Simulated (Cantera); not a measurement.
Feed: 1 mol CH₃SiCl₃, 0.22 mol CH₄, 95 mol H₂, 1.3 mol C₂H₄, held at 1000 K and 0.00240 bar.

Equilibrium computed with Cantera from the NASA thermochemical tables; the gas is ideal and each condensed phase is pure. Candidate condensed phases: C, C₆H₆, C₇H₈, C₈H₁₈, Si, SiC; 109 gas species. The feed counts by its element totals alone. Equilibrium is a limit: real reactors are often held back by kinetics, nucleation or transport.

Base state: H₂ 0.970, HCl 0.0297, CH₄ 0.000216 (mole fractions); condensed: C(graphite) + SiC(s).

What changes in the equilibrium state with this change: temperature from 1000 K to 2323 K?


| species | before | after |
|---|---|---|
| H₂ | 0.970 | 0.766 |
| H | 4.56e-8 | 0.195 |
| HCl | 0.0297 | 0.0223 |
| Si | <1e-9 | 0.00738 |
| C₂H₂ (acetylene) | 1.11e-9 | 0.00371 |
| Cl | 1.30e-9 | 0.00407 |
| C(graphite), mol | 2.80 | 2.70 |
| SiC(s), mol | 0.999 | 0 |
The tables' values for SiCl are old estimates; treat these amounts as uncertain.
